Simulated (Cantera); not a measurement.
A closed system holds: 1 mol HMDSO, 7.2 mol H₂O, held at 11.0 Pa.

Cantera equilibrium calculation (NASA polynomials, part measured and part estimated; ideal gas, pure solids and liquids). Candidate condensed phases: C, C₆H₆, C₇H₈, C₈H₁₈, H₂O, Si, SiC, SiO₂; 123 gas species. The feed counts by its element totals alone. Mutual solubility and eutectic melting of coexisting phases are not modelled. The tables hold silica as quartz up to 1696 K and as liquid above; real silica turns to tridymite and cristobalite and melts near 1996 K. Equilibrium is a limit: real reactors are often held back by kinetics, nucleation or transport.

Problem. Which condensed phases are stable at each of these points (T (°C)): 450, 500, 550, 600, 650, 700, 750, 800, 850, 900, 950?

Solution. 
```json
[
 {"T (°C)": "450", "condensed phases": "C(graphite) + SiO₂(α-quartz)", "Si condensed (%)": "100.0"},
 {"T (°C)": "500", "condensed phases": "C(graphite) + SiO₂(α-quartz)", "Si condensed (%)": "100.0"},
 {"T (°C)": "550", "condensed phases": "C(graphite) + SiO₂(α-quartz)", "Si condensed (%)": "100.0"},
 {"T (°C)": "600", "condensed phases": "C(graphite) + SiO₂(β-quartz)", "Si condensed (%)": "100.0"},
 {"T (°C)": "650", "condensed phases": "C(graphite) + SiO₂(β-quartz)", "Si condensed (%)": "100.0"},
 {"T (°C)": "700", "condensed phases": "C(graphite) + SiO₂(β-quartz)", "Si condensed (%)": "100.0"},
 {"T (°C)": "750", "condensed phases": "C(graphite) + SiO₂(β-quartz)", "Si condensed (%)": "100.0"},
 {"T (°C)": "800", "condensed phases": "C(graphite) + SiO₂(β-quartz)", "Si condensed (%)": "100.0"},
 {"T (°C)": "850", "condensed phases": "C(graphite) + SiO₂(β-quartz)", "Si condensed (%)": "100.0"},
 {"T (°C)": "900", "condensed phases": "C(graphite) + SiC(s) + SiO₂(β-quartz)", "Si condensed (%)": "99.9"},
 {"T (°C)": "950", "condensed phases": "SiC(s) + SiO₂(β-quartz)", "Si condensed (%)": "99.3"}
]
```

From 450 °C to 550 °C the condensed part is C(graphite) + SiO₂(α-quartz). From 600 °C to 850 °C the condensed part is C(graphite) + SiO₂(β-quartz). At 900 °C the condensed part is C(graphite) + SiC(s) + SiO₂(β-quartz). At 950 °C the condensed part is SiC(s) + SiO₂(β-quartz).
